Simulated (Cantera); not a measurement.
An adiabatic, constant-volume homogeneous reactor starts with 6.76 % CH4, 19.6 % O2, 73.6 % N2, at 1725 K and 9.87 atm.

Cantera simulation using GRI-Mech 3.0 (53 species, 325 reactions); the numbers are that mechanism's predictions, not measurements. Above 3000 K some thermodynamic fits are extrapolated.

Task: Predict: time of steepest temperature rise; temperature at 6.00 s; equilibrium temperature; x(O2) at 6.00 s; x(HCN) at 6.00 s.

Result: 
| Property | Result |
|---|---|
| time of steepest temperature rise | 24.3 µs |
| temperature at 6.00 s | 2999 K |
| equilibrium temperature | 2999 K |
| x(O2) at 6.00 s | 0.0521 (gas-phase equilibrium 0.0521) |
| x(HCN) at 6.00 s | 1.80e-9 (gas-phase equilibrium 1.80e-9) |
